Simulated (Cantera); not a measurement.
A freely propagating, adiabatic, planar premixed flame of CH4 : O2 : N2 = 1 : 1.7 : 8.26 (molar parts), unburnt at 425 K and 0.118 atm; mixture-averaged transport, grid criteria slope 0.08 and curve 0.16, no radiation.

Computed with Cantera and GRI-Mech 3.0 (53 species, 325 reactions). Burning velocities carry a grid error of a few per cent, more on coarse grids.

Q: Predict: laminar burning velocity; thermal thickness; peak x(H2O2); peak x(HO2); peak x(CO).

A: 
```json
{
 "laminar_burning_velocity": "68.0 cm/s",
 "thermal_thickness": "3.04 mm",
 "peak x(H2O2)": "3.31e-6",
 "peak x(HO2)": "7.81e-5",
 "peak x(CO)": "0.0548"
}
```
